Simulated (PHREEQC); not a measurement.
Consider water at 25 °C with 0.01 mol/kgw K2CO3. Closed to the air; pH follows from the charge balance.

Model: ion-association model, phreeqc.dat, run in PHREEQC.

Each row changes one thing in this solution. No solid was allowed to form.

| case | pH | ionic strength (mol/kgw) |
|---|---|---|
| as made | 11.00 | 0.0288 |
| temperature from 25 to 5 °C | ? | ? |
| K2CO3 from 0.01 to 0.02 mol/kgw | 11.12 | 0.0583 |
| diluted 10-fold with water | 10.52 | 0.00265 |
| temperature from 25 to 85 °C | 10.04 | 0.0257 |
| K2CO3 replaced by KHF2 at the same molality | 3.19 | 0.0107 |

Question: What belongs in the gaps?

Answer: 
- temperature from 25 to 5 °C, pH: 11.49
- temperature from 25 to 5 °C, ionic strength (mol/kgw): 0.0293

At this temperature some constants are extrapolated from 25 °C, and those without enthalpy data are left unchanged.
